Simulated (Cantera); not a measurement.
Input: 1 mol c-C₄F₈, 1.6 mol CH₄, at 2377 °C and 0.173 Torr.

Method: chemical equilibrium by Gibbs-energy minimisation in Cantera with the NASA 1993 tables (ideal gas, pure condensed phases). The feed counts by its element totals alone. The numbers say what is thermodynamically allowed, not how fast it happens.

```csv
species,before,after
HF,0.641,0.848
F,0.243,0.106
CF₂,0.000574,0.0391
H,0.0759,1.53e-5
C₃,0.0195,3.40e-8
CF,0.0123,0.000381
CF₄,<1e-9,0.00661
C₂,0.00184,2.86e-9
C₂H,0.000144,<1e-9
C,0.00506,4.38e-8
C₅,0.000107,<1e-9
C₄,2.14e-5,<1e-9
"C(graphite), mol",4.88,5.25
```
Gas species are given as mole fractions.

Q: Which change was made?
A) temperature from 2377 °C to 1677 °C
B) pressure from 0.173 Torr to 10.0 Torr
C) CH₄ from 1.6 to 0.35 mol
D) temperature from 2377 °C to 375 °C

A: A, temperature from 2377 °C to 1677 °C. Gases not in the tables: C₂F₆ and larger saturated fluorocarbons
